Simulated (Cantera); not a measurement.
What does this Cantera script print?

```python
import numpy as np
import cantera as ct

gas = ct.Solution("gri30.yaml")
gas.TPX = 1850, 51000, {'NO': 1, 'N2': 5.9}
inlet = ct.Reservoir(gas, clone=True)

reactor = ct.IdealGasConstPressureReactor(gas, energy="off", clone=False)
exhaust = ct.Reservoir(gas, clone=True)
tau = [2.7, 1, 0.4, 0.16, 0.06, 0.023, 0.009, 0.0035, 0.0013, 0.00051][0]
for a, b in ((inlet, reactor), (reactor, exhaust)):
    ct.MassFlowController(a, b, mdot=lambda t: reactor.mass / tau)
net = ct.ReactorNet([reactor])
show = ['NO', 'N2', 'O', 'N2O', 'O2', 'NO2']

rows = []
print(f"{'tau/s':>10s}{'T/K':>9s}" + "".join(f"{s:>11s}" for s in show))
for tau in [2.7, 1, 0.4, 0.16, 0.06, 0.023, 0.009, 0.0035, 0.0013, 0.00051]:
    net.initial_time = 0.0
    net.advance(30 * tau)
    before = gas.X
    net.advance(40 * tau)
    drift = np.max(np.abs(gas.X - before) / (gas.X + 1e-9))
    rows.append([gas.T, *gas[show].X, drift])
    print(f"{tau:10.3e}{gas.T:9.1f}" + "".join(f"{x:11.3e}" for x in gas[show].X))
```

Output:

```
     tau/s      T/K         NO         N2          O        N2O         O2        NO2
 2.700e+00   1850.0  1.230e-01  8.660e-01  3.079e-05  6.416e-06  1.089e-02  4.794e-05
 1.000e+00   1850.0  1.361e-01  8.595e-01  2.178e-05  7.884e-06  4.360e-03  3.698e-05
 4.000e-01   1850.0  1.413e-01  8.569e-01  1.683e-05  8.501e-06  1.756e-03  2.926e-05
 1.600e-01   1850.0  1.435e-01  8.558e-01  1.421e-05  8.703e-06  6.889e-04  2.479e-05
 6.000e-02   1850.0  1.444e-01  8.553e-01  1.268e-05  8.614e-06  2.442e-04  2.207e-05
 2.300e-02   1850.0  1.447e-01  8.552e-01  1.137e-05  8.167e-06  8.129e-05  1.966e-05
 9.000e-03   1850.0  1.448e-01  8.551e-01  9.341e-06  7.159e-06  2.247e-05  1.586e-05
 3.500e-03   1850.0  1.449e-01  8.551e-01  6.017e-06  5.411e-06  3.900e-06  9.706e-06
 1.300e-03   1850.0  1.449e-01  8.551e-01  2.682e-06  3.220e-06  3.582e-07  3.700e-06
 5.100e-04   1850.0  1.449e-01  8.551e-01  1.143e-06  1.610e-06  3.918e-08  1.138e-06
```

Model: GRI-Mech 3.0 (53 species, 325 reactions), integrated in Cantera.
